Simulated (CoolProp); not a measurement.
Saturation properties of chloromethane (R40) (Tc = 418.6 K, pc = 6929 kPa, ω = 0.150).

Model: reference Helmholtz-energy equation of state, Thol 2014, in CoolProp.

| T (K) | p (kPa) | liquid density (kg/m³) | vapour density (kg/m³) | liquid cp (kJ/(kg K)) | surface tension (mN/m) |
|---|---|---|---|---|---|
| 250.4 | (withheld) | 1001 | (withheld) | 1.581 | 23.3 |
| 255.5 | 132.4 | 992.3 | 3.285 | 1.580 | 22.4 |
| 260.6 | 162.5 | 983.2 | 3.978 | 1.580 | 21.5 |
| 265.6 | 196.9 | 974.2 | 4.762 | 1.582 | 20.7 |
| 270.7 | 237.6 | 964.8 | 5.679 | 1.585 | 19.8 |
| 275.8 | 284.4 | 955.3 | 6.727 | 1.590 | 19.0 |
| 280.9 | 338.0 | 945.7 | 7.918 | 1.596 | 18.2 |
| 285.9 | 397.6 | 936.1 | 9.237 | 1.603 | 17.4 |
| 291 | 466.4 | 926.1 | 10.75 | 1.612 | 16.5 |
| 296.1 | 543.7 | 915.9 | 12.45 | 1.622 | (withheld) |
| 301.2 | 630.3 | (withheld) | 14.36 | 1.634 | 14.9 |
| 306.2 | 724.7 | 895.2 | 16.44 | 1.647 | 14.1 |
| 311.3 | 831.6 | 884.4 | 18.80 | 1.662 | 13.3 |
| 316.4 | 949.7 | 873.3 | 21.42 | (withheld) | 12.5 |

Q: Some entries are withheld; supply them.

A: 
- 250.4, p (kPa): 106.9
- 250.4, vapour density (kg/m³): 2.690
- 296.1, surface tension (mN/m): 15.7
- 301.2, liquid density (kg/m³): 905.6
- 316.4, liquid cp (kJ/(kg K)): 1.679

It boils at 249.2 K under 1 atm.

Surface tension comes from a separate correlation (Mulero 2014).
